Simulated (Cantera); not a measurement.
Feed: 1 mol SiCl4, 0.19 mol O3, equilibrated at 950 °C and 0.630 bar.

Equilibrium computed with Cantera from the NASA thermochemical tables; the gas is ideal and each condensed phase is pure. Candidate condensed phases: Si, SiO2; 15 gas species. The tables hold silica as quartz up to 1696 K and as liquid above; real silica turns to tridymite and cristobalite and melts near 1996 K. The numbers say what is thermodynamically allowed, not how fast it happens.

Base state: SiCl4 0.555, Cl2 0.440, Cl 0.00501 (mole fractions); condensed: SiO2(β-quartz).

### Question
What changes in the equilibrium state with this change: O3 from 0.19 to 0.51 mol?

### Answer
```
species               before    after
-------------------  -------  -------
Cl2                    0.440    0.860
SiCl4                  0.555    0.133
Cl                   0.00501  0.00700
SiO2(β-quartz), mol    0.285    0.765
```
